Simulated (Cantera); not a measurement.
# Equilibrium for silicon nitride deposition: SiF4 + N2

Feed: 1 mol SiF4, 0.27 mol N2, held at 2073.15 K and 13300 Pa.

Cantera equilibrium calculation (NASA polynomials, part measured and part estimated; ideal gas, pure solids and liquids). Candidate condensed phases: Si, Si3N4; 16 gas species. The tables' values for SiF3 are old estimates; treat these amounts as uncertain. Equilibrium is a limit: real reactors are often held back by kinetics, nucleation or transport.

x(SiF4): 0.786
x(N2): 0.212
x(F): 0.000814
x(SiF3): 0.000813
gas amount: 1.271 mol
log10 activity of Si(l) (absent): -13.04
